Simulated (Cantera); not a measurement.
A Cantera script and its output.

```python
import numpy as np
import cantera as ct

gas = ct.Solution("h2o2.yaml")
gas.TPX = 1000, 100000, {'H2': 1, 'O2': 1.04, 'N2': 3.92}
reactor = ct.IdealGasReactor(gas, energy="on", clone=False)
net = ct.ReactorNet([reactor])
net.rtol, net.atol = 1e-08, 1e-16
show = ['H2', 'O2', 'H2O2', 'O', 'OH', 'HO2']
times = np.geomspace(4e-06, 1, 15)

steps = ct.SolutionArray(gas, extra=["t"])
rows = []
print(f"{'t/s':>10s}{'T/K':>9s}{'P/Pa':>11s}" + "".join(f"{s:>11s}" for s in show))
for t in times:
    while net.time < t:
        t_next = net.step()
        steps.append(gas.state, t=t_next)
    rows.append([np.interp(t, steps.t, y) for y in (steps.T, steps.P, *steps(*show).X.T)])
    print(f"{t:10.3e}{rows[-1][0]:9.1f}{rows[-1][1]:11.4g}" + "".join(f"{x:11.3e}" for x in rows[-1][2:]))
rate = np.gradient(steps.T, steps.t)
print("integrator steps:", len(steps.t))
if steps.T.max() > steps.T[0] + 200:
    print(f"time of steepest temperature rise: {steps.t[rate.argmax()]:.4e} s")
gas.TPX = 1000, 100000, {'H2': 1, 'O2': 1.04, 'N2': 3.92}
gas.equilibrate("UV")
print(f"equilibrium (UV): T = {gas.T:.1f} K  " + "  ".join(f"{s} {gas[s].X[0]:.3e}" for s in show))
```

Output:

```
       t/s      T/K       P/Pa         H2         O2       H2O2          O         OH        HO2
 4.000e-06   1000.0      1e+05  1.678e-01  1.745e-01  2.540e-14  9.335e-12  3.881e-12  1.049e-10
 9.719e-06   1000.0      1e+05  1.678e-01  1.745e-01  1.781e-13  3.437e-11  1.231e-11  3.241e-10
 2.362e-05   1000.0      1e+05  1.678e-01  1.745e-01  1.546e-12  1.358e-10  4.606e-11  1.345e-09
 5.738e-05   1000.0      1e+05  1.678e-01  1.745e-01  2.325e-11  1.000e-09  3.339e-10  1.144e-08
 1.394e-04   1000.0      1e+05  1.678e-01  1.745e-01  1.951e-09  5.896e-08  1.974e-08  7.202e-07
 3.388e-04   2333.5  2.159e+05  4.066e-03  9.403e-02  4.010e-07  5.380e-03  1.497e-02  1.156e-05
 8.231e-04   2422.5   2.23e+05  1.542e-03  9.579e-02  4.814e-07  2.037e-03  1.006e-02  1.043e-05
 2.000e-03   2422.5   2.23e+05  1.542e-03  9.579e-02  4.814e-07  2.037e-03  1.006e-02  1.043e-05
 4.860e-03   2422.5   2.23e+05  1.542e-03  9.579e-02  4.814e-07  2.037e-03  1.006e-02  1.043e-05
 1.181e-02   2422.5   2.23e+05  1.542e-03  9.579e-02  4.814e-07  2.037e-03  1.006e-02  1.043e-05
 2.869e-02   2422.5   2.23e+05  1.542e-03  9.579e-02  4.814e-07  2.037e-03  1.006e-02  1.043e-05
 6.971e-02   2422.5   2.23e+05  1.542e-03  9.579e-02  4.814e-07  2.037e-03  1.006e-02  1.043e-05
 1.694e-01   2422.5   2.23e+05  1.542e-03  9.579e-02  4.814e-07  2.037e-03  1.006e-02  1.043e-05
 4.116e-01   2422.5   2.23e+05  1.542e-03  9.579e-02  4.814e-07  2.037e-03  1.006e-02  1.043e-05
 1.000e+00   2422.5   2.23e+05  1.542e-03  9.579e-02  4.814e-07  2.037e-03  1.006e-02  1.043e-05
integrator steps: 1199
time of steepest temperature rise: 2.9734e-04 s
equilibrium (UV): T = 2422.5 K  H2 1.542e-03  O2 9.579e-02  H2O2 4.814e-07  O 2.037e-03  OH 1.006e-02  HO2 1.043e-05
```

Cantera simulation using the H2/O2 subset of GRI-Mech 3.0, which has no nitrogen chemistry; the numbers are that mechanism's predictions, not measurements.
